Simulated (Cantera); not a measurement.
Low-pressure radical oxidation in H2/O2

An isothermal, constant-pressure homogeneous reactor starts with 7.41 % H₂, 92.6 % O₂, at 1175 K and 20.0 Torr.

Detailed kinetics in Cantera: the H2/O2 subset of GRI-Mech 3.0, which has no nitrogen chemistry. Radical loss at walls, strong at low pressure, is not modelled. The temperature is held fixed by assumption; the heat of reaction is taken as removed at once.

```json
[
 {"t (s)": "2.00e-6", "x H₂": "0.0741", "x O₂": "0.926", "x H₂O₂": "<1e-12", "x OH": "5.87e-12", "x O": "5.96e-12", "x H": "1.50e-10"},
 {"t (s)": "8.40e-6", "x H₂": "0.0741", "x O₂": "0.926", "x H₂O₂": "<1e-12", "x OH": "8.99e-11", "x O": "9.56e-11", "x H": "5.68e-10"},
 {"t (s)": "3.53e-5", "x H₂": "0.0741", "x O₂": "0.926", "x H₂O₂": "<1e-12", "x OH": "1.05e-9", "x O": "1.31e-9", "x H": "2.03e-9"},
 {"t (s)": "0.000148", "x H₂": "0.0741", "x O₂": "0.926", "x H₂O₂": "8.22e-12", "x OH": "1.61e-8", "x O": "2.52e-8", "x H": "1.83e-8"},
 {"t (s)": "0.000621", "x H₂": "0.0739", "x O₂": "0.926", "x H₂O₂": "5.00e-10", "x OH": "3.55e-5", "x O": "5.73e-5", "x H": "3.84e-5"},
 {"t (s)": "0.00261", "x H₂": "0.00153", "x O₂": "0.884", "x H₂O₂": "2.59e-7", "x OH": "0.00406", "x O": "0.0339", "x H": "0.0114"},
 {"t (s)": "0.0110", "x H₂": "0.000510", "x O₂": "0.911", "x H₂O₂": "2.70e-7", "x OH": "0.00234", "x O": "0.0108", "x H": "0.00202"},
 {"t (s)": "0.0460", "x H₂": "4.79e-5", "x O₂": "0.922", "x H₂O₂": "1.58e-7", "x OH": "0.000717", "x O": "0.00101", "x H": "5.72e-5"},
 {"t (s)": "0.193", "x H₂": "3.38e-6", "x O₂": "0.923", "x H₂O₂": "4.62e-8", "x OH": "0.000195", "x O": "7.38e-5", "x H": "1.13e-6"},
 {"t (s)": "0.811", "x H₂": "3.57e-7", "x O₂": "0.923", "x H₂O₂": "1.08e-8", "x OH": "6.46e-5", "x O": "8.09e-6", "x H": "4.11e-8"},
 {"t (s)": "3.40", "x H₂": "5.55e-8", "x O₂": "0.923", "x H₂O₂": "2.47e-9", "x OH": "2.58e-5", "x O": "1.29e-6", "x H": "2.61e-9"},
 {"t (s)": "14.3", "x H₂": "1.12e-8", "x O₂": "0.923", "x H₂O₂": "6.07e-10", "x OH": "1.16e-5", "x O": "2.62e-7", "x H": "2.40e-10"},
 {"t (s)": "60.0", "x H₂": "4.03e-9", "x O₂": "0.923", "x H₂O₂": "2.48e-10", "x OH": "6.98e-6", "x O": "9.46e-8", "x H": "5.24e-11"}
]
```
x: mole fraction; the columns are a selection and need not sum to one.

Equilibrium at this temperature and pressure: H₂ 3.69e-9, O₂ 0.923, H₂O₂ 2.30e-10, OH 6.67e-6, O 8.65e-8, H 4.59e-11 (gas phase only).
